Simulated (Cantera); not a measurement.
Mixture: CH4 : CO : O2 : N2 = 1 : 0.13 : 2.49 : 9.35 (molar parts), at 7.30 bar, adiabatic and at constant volume. Ignition delay is the time to a rise of 400 K.

Cantera simulation using GRI-Mech 3.0 (53 species, 325 reactions); the numbers are that mechanism's predictions, not measurements.

Predict: delay at 1048 K; delay at 1198 K; delay at 1348 K; delay at 1498 K; delay at 1648 K; apparent activation energy between 1498 and 1648 K.


```
Quantity                                                Result
--------------------------------------------------  ----------
delay at 1048 K                                        63.2 ms
delay at 1198 K                                        6.81 ms
delay at 1348 K                                        1.08 ms
delay at 1498 K                                       0.223 ms
delay at 1648 K                                        58.0 µs
apparent activation energy between 1498 and 1648 K  180 kJ/mol
```
